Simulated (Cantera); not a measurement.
Input (Python, Cantera):

```python
import numpy as np
import cantera as ct

gas = ct.Solution("gri30.yaml")
gas.TPX = 1023, 81000, {'H2': 1, 'O2': 0.694, 'N2': 7.64, 'NO': 0.012}
reactor = ct.IdealGasConstPressureReactor(gas, energy="on", clone=False)
net = ct.ReactorNet([reactor])
net.rtol, net.atol = 1e-08, 1e-16
show = ['H2', 'O2', 'NO', 'NO2', 'O']
times = np.geomspace(1e-06, 1, 13)

steps = ct.SolutionArray(gas, extra=["t"])
rows = []
print(f"{'t/s':>10s}{'T/K':>9s}{'P/Pa':>11s}" + "".join(f"{s:>11s}" for s in show))
for t in times:
    while net.time < t:
        t_next = net.step()
        steps.append(gas.state, t=t_next)
    rows.append([np.interp(t, steps.t, y) for y in (steps.T, steps.P, *steps(*show).X.T)])
    print(f"{t:10.3e}{rows[-1][0]:9.1f}{rows[-1][1]:11.4g}" + "".join(f"{x:11.3e}" for x in rows[-1][2:]))
rate = np.gradient(steps.T, steps.t)
print("integrator steps:", len(steps.t))
if steps.T.max() > steps.T[0] + 200:
    print(f"time of steepest temperature rise: {steps.t[rate.argmax()]:.4e} s")
gas.TPX = 1023, 81000, {'H2': 1, 'O2': 0.694, 'N2': 7.64, 'NO': 0.012}
gas.equilibrate("HP")
print(f"equilibrium (HP): T = {gas.T:.1f} K  " + "  ".join(f"{s} {gas[s].X[0]:.3e}" for s in show))
```

Output:

```
       t/s      T/K       P/Pa         H2         O2         NO        NO2          O
 1.000e-06   1023.0    8.1e+04  1.070e-01  7.426e-02  1.284e-03  2.701e-13  2.770e-13
 3.162e-06   1023.0    8.1e+04  1.070e-01  7.426e-02  1.284e-03  1.816e-12  1.661e-12
 1.000e-05   1023.0    8.1e+04  1.070e-01  7.426e-02  1.284e-03  1.556e-11  1.045e-11
 3.162e-05   1023.0    8.1e+04  1.070e-01  7.426e-02  1.284e-03  1.637e-10  7.833e-11
 1.000e-04   1023.0    8.1e+04  1.070e-01  7.426e-02  1.284e-03  5.664e-09  2.596e-09
 3.162e-04   1027.3    8.1e+04  1.058e-01  7.371e-02  1.279e-03  3.095e-06  5.473e-05
 1.000e-03   1760.2    8.1e+04  2.341e-03  2.203e-02  1.359e-03  3.524e-07  1.045e-03
 3.162e-03   1798.8    8.1e+04  2.498e-04  2.174e-02  1.363e-03  9.021e-07  1.071e-04
 1.000e-02   1803.2    8.1e+04  5.763e-05  2.182e-02  1.363e-03  9.950e-07  2.511e-05
 3.162e-02   1803.5    8.1e+04  4.752e-05  2.182e-02  1.363e-03  9.832e-07  2.077e-05
 1.000e-01   1803.5    8.1e+04  4.751e-05  2.182e-02  1.363e-03  9.832e-07  2.077e-05
 3.162e-01   1803.5    8.1e+04  4.751e-05  2.182e-02  1.364e-03  9.834e-07  2.077e-05
 1.000e+00   1803.5    8.1e+04  4.751e-05  2.182e-02  1.364e-03  9.839e-07  2.077e-05
integrator steps: 1448
time of steepest temperature rise: 4.0565e-04 s
equilibrium (HP): T = 1803.4 K  H2 4.748e-05  O2 2.179e-02  NO 1.424e-03  NO2 1.026e-06  O 2.073e-05
```

Cantera simulation using GRI-Mech 3.0 (53 species, 325 reactions); the numbers are that mechanism's predictions, not measurements. The mechanism lacks 2 NO + O2 → 2 NO2 and HONO, so NO2 and the effect of NO are under-described below about 1400 K.
